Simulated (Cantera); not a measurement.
Input: 1 mol CO₂, 0.24 mol O₂, 7.8 mol H₂, held at 750 K and 100000 Pa.

These are equilibrium values from Cantera (NASA tables, ideal gas, pure condensed phases), not measurements of a reactor. Candidate condensed phases: C, C₆H₆, C₇H₈, C₈H₁₈, H₂O; 110 gas species. Equilibrium is a limit: real reactors are often held back by kinetics, nucleation or transport.

Base state: H₂ 0.507, H₂O 0.348, CH₄ 0.138, CO₂ 0.00535, CO 0.00127 (mole fractions); condensed: gas only.

Question: What changes in the equilibrium state with this change: temperature from 750 K to 2948 K?

Answer: 
```
species   before     after
-------  -------  --------
H₂         0.507     0.631
H₂O        0.348     0.146
H          <1e-9     0.107
CH₄        0.138     <1e-9
CO       0.00127     0.104
OH         <1e-9   0.00788
O          <1e-9  0.000820
```

Question: What changes in the equilibrium state with this change: H₂ from 7.8 to 1.1 mol?

Answer: 
```csv
species,before,after
CO₂,0.00535,0.448
H₂O,0.348,0.358
H₂,0.507,0.126
CH₄,0.138,0.0420
CO,0.00127,0.0258
```
